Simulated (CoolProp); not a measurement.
Vapour-liquid equilibrium of methanol (1) + dimethyl carbonate (2) at 339.7 K; x and y are mole fractions of (1).

Model: multi-fluid Helmholtz-energy mixture model, de Reuck 1993 and Zhou 2011; pair parameters Bell 2016, in CoolProp.

Question: Give the bubble pressure and the first vapour's composition at x = 0.05, 0.2, 0.95. Is there an azeotrope?

Answer: x = 0.05: 0.05752 MPa, y = 0.244; x = 0.2: 0.08276 MPa, y = 0.532; x = 0.95: 0.1118 MPa, y = 0.937. y crosses x between x = 0.8 and 0.95: the model has an azeotrope there.

The pair parameters rest on a limited set of measurements; away from them the model extrapolates.
